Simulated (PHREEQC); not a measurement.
Dissolve 11 mmol/kgw H3PO4 and 56 mmol/kgw Na2HPO4 at 25 °C. Closed to the air; pH follows from the charge balance.

All values are PHREEQC results (ion-association model, wateq4f.dat), not measurements.

Precipitation was switched off in this run.

Task: Predict the pH.

Result: pH 7.12.

Task: In which forms is P present?

Result: HPO4-2 63 %, H2PO4- 33 %, NaHPO4- 4.4 % of the P.

H3PO4, which wateq4f.dat lacks, is added to it with the constant of phreeqc.dat.
